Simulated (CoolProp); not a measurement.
Vapour-liquid equilibrium of ethylene (1) + propylene (2) at -19.45 °C; x and y are mole fractions of (1).

Model: multi-fluid Helmholtz-energy mixture model, Smukala 2000 and Lemmon 2013; pair parameters Bell 2016, in CoolProp.

| x | bubble pressure, mixture model (bar) | bubble pressure, Raoult's law (bar) | y, mixture model | y, Raoult's law |
|---|---|---|---|---|
| 0.05 | 4.111 | 4.242 | 0.260 | 0.302 |
| 0.15 | 6.142 | 6.495 | 0.533 | 0.592 |
| 0.25 | 8.208 | 8.748 | 0.674 | 0.733 |
| 0.35 | 10.30 | 11.00 | 0.761 | 0.816 |
| 0.45 | 12.41 | 13.25 | 0.821 | 0.871 |
| 0.55 | 14.56 | 15.51 | 0.865 | 0.910 |
| 0.65 | 16.76 | 17.76 | 0.901 | 0.939 |
| 0.75 | 19.05 | 20.01 | 0.931 | 0.961 |
| 0.85 | 21.49 | 22.26 | 0.959 | 0.979 |
| 0.95 | 24.17 | 24.52 | 0.986 | 0.994 |

The largest gap from Raoult's law is -6.4 % in bubble pressure, at x = 0.35. No azeotrope shows between x = 0.05 and 0.95.

The pair parameters rest on a limited set of measurements; away from them the model extrapolates.
